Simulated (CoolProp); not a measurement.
Vapour-liquid equilibrium of CH2F2 (R32) (1) + R227EA (2) at 13.1 bar; x and y are mole fractions of (1).

The numbers come from the multi-fluid Helmholtz-energy mixture model, Tillner-Roth 1997 and Lemmon 2016; pair parameters Bell 2016 in CoolProp.

| x | bubble temperature (°C) | y at the bubble point | dew temperature at overall composition x (°C) | liquid density (mol/L) |
|---|---|---|---|---|
| 0.05 | 60.5 | 0.108 | 62.7 | 7.331 |
| 0.15 | 52.6 | 0.303 | 58.9 | 8.048 |
| 0.25 | 45.4 | 0.464 | 54.9 | 8.822 |
| 0.35 | 39.1 | 0.590 | 50.6 | 9.664 |
| 0.45 | 33.8 | 0.687 | 46.1 | 10.59 |
| 0.55 | 29.4 | 0.764 | 41.2 | 11.63 |
| 0.65 | 25.6 | 0.826 | 35.9 | 12.83 |
| 0.75 | 22.4 | 0.880 | 30.2 | 14.23 |
| 0.85 | 19.6 | 0.929 | 24.2 | 15.91 |
| 0.95 | 17.0 | 0.976 | 18.4 | 17.97 |

No azeotrope shows between x = 0.05 and 0.95.

The pair parameters rest on a limited set of measurements; away from them the model extrapolates. The gap from Raoult's law changes sign with composition, which may be real or a fault of the pair parameters; it wasn't checked against measurements.
